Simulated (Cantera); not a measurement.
NO annealing gas

An isothermal, constant-pressure homogeneous reactor starts with 47.6 % NO, 52.4 % N2, at 1850 K and 233 Torr.

Computed with Cantera and GRI-Mech 3.0 (53 species, 325 reactions).

```json
[
 {"t (s)": "0.000200", "x NO": "0.476", "x O": "3.39e-6", "x N2O": "4.90e-6", "x N2": "0.524", "x O2": "4.22e-8", "x NO2": "1.77e-6"},
 {"t (s)": "0.000465", "x NO": "0.476", "x O": "5.74e-6", "x N2O": "1.10e-5", "x N2": "0.524", "x O2": "2.14e-7", "x NO2": "6.53e-6"},
 {"t (s)": "0.00108", "x NO": "0.476", "x O": "9.82e-6", "x N2O": "2.37e-5", "x N2": "0.524", "x O2": "1.27e-6", "x NO2": "1.96e-5"},
 {"t (s)": "0.00251", "x NO": "0.476", "x O": "1.79e-5", "x N2O": "4.64e-5", "x N2": "0.524", "x O2": "9.48e-6", "x NO2": "4.86e-5"},
 {"t (s)": "0.00585", "x NO": "0.476", "x O": "2.70e-5", "x N2O": "7.49e-5", "x N2": "0.524", "x O2": "6.42e-5", "x NO2": "8.38e-5"},
 {"t (s)": "0.0136", "x NO": "0.475", "x O": "3.05e-5", "x N2O": "9.20e-5", "x N2": "0.524", "x O2": "0.000263", "x NO2": "9.66e-5"},
 {"t (s)": "0.0316", "x NO": "0.474", "x O": "3.18e-5", "x N2O": "9.39e-5", "x N2": "0.525", "x O2": "0.000762", "x NO2": "0.000101"},
 {"t (s)": "0.0735", "x NO": "0.472", "x O": "3.40e-5", "x N2O": "9.28e-5", "x N2": "0.526", "x O2": "0.00192", "x NO2": "0.000109"},
 {"t (s)": "0.171", "x NO": "0.467", "x O": "3.86e-5", "x N2O": "9.03e-5", "x N2": "0.529", "x O2": "0.00462", "x NO2": "0.000125"},
 {"t (s)": "0.398", "x NO": "0.454", "x O": "4.75e-5", "x N2O": "8.48e-5", "x N2": "0.535", "x O2": "0.0108", "x NO2": "0.000154"},
 {"t (s)": "0.925", "x NO": "0.426", "x O": "6.26e-5", "x N2O": "7.38e-5", "x N2": "0.549", "x O2": "0.0246", "x NO2": "0.000197"},
 {"t (s)": "2.15", "x NO": "0.369", "x O": "8.56e-5", "x N2O": "5.42e-5", "x N2": "0.577", "x O2": "0.0532", "x NO2": "0.000239"},
 {"t (s)": "5.00", "x NO": "0.270", "x O": "0.000115", "x N2O": "2.82e-5", "x N2": "0.627", "x O2": "0.103", "x NO2": "0.000239"}
]
```
x: mole fraction; the columns are a selection and need not sum to one.

Equilibrium at this temperature and pressure: NO 0.00512, O 0.000169, N2O 1.60e-7, N2 0.759, O2 0.235, NO2 6.82e-6 (gas phase only).
